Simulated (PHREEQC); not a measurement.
**Brine**

Solution (20 °C): 0.2 mol/kgw H2SO4 and 0.0049 mol/kgw CaCl2. Closed to the air; pH follows from the charge balance.

Model: ion-association model, phreeqc.dat, run in PHREEQC.

Each row changes one thing in this solution. Precipitation was switched off in this run.

| case | pH | ionic strength (mol/kgw) |
|---|---|---|
| as made | 0.74 | 0.269 |
| 0.25 mol/kgw H3PO4 added | 0.72 | 0.280 |
| H2SO4 left out | 7.06 | 0.0147 |
| diluted 2-fold with water | 1.01 | 0.147 |
| CaCl2 from 0.0049 to 0.00539 mol/kgw | 0.74 | [?] |
| H2SO4 from 0.2 to 0.1 mol/kgw | 1.00 | 0.152 |
| CaCl2 left out | 0.74 | 0.259 |
| H2SO4 from 0.2 to 0.18 mol/kgw | [?] | 0.246 |

What belongs in the gaps?


- CaCl2 from 0.0049 to 0.00539 mol/kgw, ionic strength (mol/kgw): 0.270
- H2SO4 from 0.2 to 0.18 mol/kgw, pH: 0.78
